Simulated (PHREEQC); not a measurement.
A made-up water analysis in mmol/kgw, 21 °C, pH 6.17, pe 9.9:

```csv
constituent,mmol/kgw
Na,0.018
K,2.66e-06
Ca,0.00952
Mg,0.00963
Cl,0.0187
S(6),0.0117
Alkalinity (meq/kgw),0.0143
Li,0.000139
```

Valence states are taken as typed.

The numbers come from PHREEQC with the ion-association model, phreeqc.dat.

No solid was allowed to form.

Question: Estimate the charge-balance error.

Answer: charge-balance error 0.0 %.

Question: In which forms is C present?

Answer: CO2 61 %, HCO3- 39 % of the C.
